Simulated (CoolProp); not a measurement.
Model: reference Helmholtz-energy equation of state, Gedanitz 2015, in CoolProp.

Problem. For cyclopentane, give the phase and the Joule-Thomson coefficient (K/MPa), conductivity (mW/(m K)) at 411.5 K and 0.149 MPa; 457.8 K and 0.149 MPa; 492.5 K and 0.149 MPa.

Solution. 
- 411.5 K and 0.149 MPa: gas; Joule-Thomson coefficient 14.1, conductivity 24.0
- 457.8 K and 0.149 MPa: gas; Joule-Thomson coefficient 9.93, conductivity 30.0
- 492.5 K and 0.149 MPa: gas; Joule-Thomson coefficient 7.89, conductivity 34.7

Thermal conductivity comes from a separate model (Vassiliou 2015).
